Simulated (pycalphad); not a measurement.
CALPHAD calculation (pycalphad, COST 507 light-alloy database (1999)), 1 atm. The data set is of 1999 and partly superseded. Diffusion is slow at the low end, where real alloys seldom reach equilibrium.

Problem. How does the equilibrium phase assembly of Ti-0.36C (at.%) change on cooling from 2577 °C to 227 °C?

Solution. 
```json
[
 {"T (°C)": "1666.5", "phases above": "liquid", "phases below": "bcc + liquid"},
 {"T (°C)": "1666.4", "phases above": "bcc + liquid", "phases below": "bcc"},
 {"T (°C)": "915.6", "phases above": "bcc", "phases below": "bcc + hcp"},
 {"T (°C)": "889.1", "phases above": "bcc + hcp", "phases below": "hcp"},
 {"T (°C)": "568.3", "phases above": "hcp", "phases below": "fcc + hcp"}
]
```
Changes were sought between steps of 50 K, so a narrower field can be missed.

The fcc model also describes the rock-salt carbide or nitride (TiC, TiN, HfC).
